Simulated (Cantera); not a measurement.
An isothermal, constant-pressure homogeneous reactor starts with C2H6 : H2 = 1 : 15 (molar parts), at 1450 K and 0.0138 atm. Integrator tolerance rtol = 1e-08.

Detailed kinetics in Cantera: GRI-Mech 3.0 (53 species, 325 reactions). GRI-Mech 3.0 stops at C3 and has no aromatics, soot or wall deposition, so with more carbon than oxygen in the feed, carbon stays in small species such as C2H2 where larger ones or solid carbon would form. Radical loss at walls, strong at low pressure, is not modelled.

Question: What does this change do: pressure from 0.0138 atm to 0.00454 atm?

Answer: 
```tsv
quantity	before	after
x(C2H6) at 30.0 s	1.88e-6 (gas-phase equilibrium 5.61e-8)	2.14e-6 (gas-phase equilibrium 6.25e-9)
x(H2) at 30.0 s	0.919 (gas-phase equilibrium 0.942)	0.914 (gas-phase equilibrium 0.943)
x(C2H2) at 30.0 s	0.0348 (gas-phase equilibrium 0.0533)	0.0315 (gas-phase equilibrium 0.0548)
x(C2H4) at 30.0 s	0.000256 (gas-phase equilibrium 0.000332)	0.000134 (gas-phase equilibrium 0.000112)
x(H) at 30.0 s	5.85e-5 (gas-phase equilibrium 7.81e-5)	8.95e-5 (gas-phase equilibrium 0.000136)
```
